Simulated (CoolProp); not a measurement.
Ethylene along the isotherm 142.4 K: fugacity coefficient from the reference equation and from simpler models built on Tc = 282.4 K, pc = 5.042 MPa, ω = 0.087; each cubic takes its own stable root.

Values from CoolProp's reference Helmholtz-energy equation of state, Smukala 2000.

| p (MPa) | phase | reference |
|---|---|---|
| 4.58 | liquid | 0.003796 |
| 9.17 | liquid | 0.002266 |
| 13.8 | liquid | 0.001801 |
| 18.3 | liquid | 0.001615 |
| 22.9 | liquid | 0.001540 |
| 27.5 | liquid | 0.001528 |
| 32.1 | liquid | 0.001559 |
| 36.7 | liquid | 0.001623 |
| 41.3 | liquid | 0.001715 |
| 45.8 | liquid | 0.001831 |
| 50.4 | liquid | 0.001976 |

Problem. How far does each simpler model (van der Waals, Redlich-Kwong, Soave-Redlich-Kwong, Peng-Robinson) lie from the reference over these 11 states: mean and median of the absolute difference, and the worst?

Solution. 
- van der Waals: mean 1623.4 %, median 1567.5 %, worst +2446.6 % at 142.4 K and 50.4 MPa
- Redlich-Kwong: mean 9.2 %, median 9.2 %, worst -11.8 % at 142.4 K and 4.58 MPa
- Soave-Redlich-Kwong: mean 2.6 %, median 2.5 %, worst +5.8 % at 142.4 K and 50.4 MPa
- Peng-Robinson: mean 4.0 %, median 3.9 %, worst -8.6 % at 142.4 K and 50.4 MPa
